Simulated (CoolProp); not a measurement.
Vapour-liquid equilibrium of carbon dioxide (1) + CH2F2 (R32) (2) at 1.04 MPa; x and y are mole fractions of (1).

Values from CoolProp's multi-fluid Helmholtz-energy mixture model, Span 1996 and Tillner-Roth 1997; pair parameters Bell 2016.

```
x      bubble temperature (°C)  y at the bubble point  dew temperature at overall composition x (°C)  liquid density (mol/L)
-----  -----------------------  ---------------------  ---------------------------------------------  ----------------------
0.05                       3.5                  0.150                                            6.5                   20.10
0.125                     -2.7                  0.335                                            4.2                   20.59
0.2                       -8.1                  0.479                                            1.9                   21.06
0.275                    -12.9                  0.591                                           -0.6                   21.50
0.35                     -17.1                  0.678                                           -3.2                   21.92
0.425                    -20.7                  0.746                                           -6.0                   22.32
0.5                      -24.0                  0.801                                           -8.9                   22.71
0.575                    -26.9                  0.845                                          -12.1                   23.09
0.65                     -29.5                  0.882                                          -15.7                   23.47
0.725                    -31.8                  0.913                                          -19.6                   23.84
0.8                      -34.0                  0.941                                          -23.9                   24.22
0.875                    -36.0                  0.965                                          -29.0                   24.61
0.95                     -37.9                  0.986                                          -34.7                   25.01
```

No azeotrope shows between x = 0.05 and 0.95.

Pair parameters are fitted to limited data, so mixtures are less certain than the pure fluids.
